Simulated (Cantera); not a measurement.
Feed: 1 mol FeS₂, 1.3 mol H₂, 1.8 mol N₂, held at 1050 Torr.

Cantera equilibrium calculation (NASA polynomials, part measured and part estimated; ideal gas, pure solids and liquids). Candidate condensed phases: Fe, FeS, FeS₂, S; 16 gas species. FeS: taken at fixed stoichiometry. The numbers say what is thermodynamically allowed, not how fast it happens. All values below are at 875 K.

Base state: N₂ 0.581, H₂S 0.323, H₂ 0.0967, NH₃ 4.79e-5, S₂ 1.98e-5 (mole fractions); condensed: FeS(s).

Q: What changes in the equilibrium state with this change: pressure from 1050 Torr to 4.50 Torr?

A: 
```
species       before    after
-----------  -------  -------
N₂             0.581    0.578
H₂S            0.323    0.314
H₂            0.0967    0.104
S₂           1.98e-5  0.00378
NH₃          4.79e-5  2.28e-7
FeS(s), mol     1.00     1.00
```
Gases not in the tables: S₃ to S₇.

Q: What changes in the equilibrium state with this change: pressure from 1050 Torr to 10.0 Torr?

A: 
```
species       before    after
-----------  -------  -------
N₂             0.581    0.580
H₂S            0.323    0.318
H₂            0.0967    0.100
S₂           1.98e-5  0.00188
NH₃          4.79e-5  4.81e-7
FeS(s), mol     1.00     1.00
```
Gases not in the tables: S₃ to S₇.
